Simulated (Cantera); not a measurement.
An isothermal, constant-pressure homogeneous reactor starts with H2 : O2 = 0.039 : 1 (molar parts), equivalence ratio 0.019, at 1448 K and 0.0120 bar. Integrator tolerance rtol = 1e-08.

Cantera simulation using GRI-Mech 3.0 (53 species, 325 reactions); the numbers are that mechanism's predictions, not measurements. Radical loss at walls, strong at low pressure, is not modelled. The temperature is held fixed by assumption; the heat of reaction is taken as removed at once.

Q: What does this change do: temperature 1448 to 1050 K?

A: 
| quantity | before | after |
|---|---|---|
| x(H2) at 20.0 s | 3.87e-7 (gas-phase equilibrium 3.29e-7) | 1.15e-8 (gas-phase equilibrium 1.30e-10) |
| x(O2) at 20.0 s | 0.962 (gas-phase equilibrium 0.962) | 0.962 (gas-phase equilibrium 0.962) |
| x(HO2) at 20.0 s | 7.96e-8 (gas-phase equilibrium 8.46e-8) | 3.59e-9 (gas-phase equilibrium 1.28e-9) |
| x(OH) at 20.0 s | 0.000145 (gas-phase equilibrium 0.000134) | 7.45e-6 (gas-phase equilibrium 8.00e-7) |
| x(O) at 20.0 s | 2.07e-5 (gas-phase equilibrium 1.76e-5) | 5.21e-7 (gas-phase equilibrium 6.03e-9) |
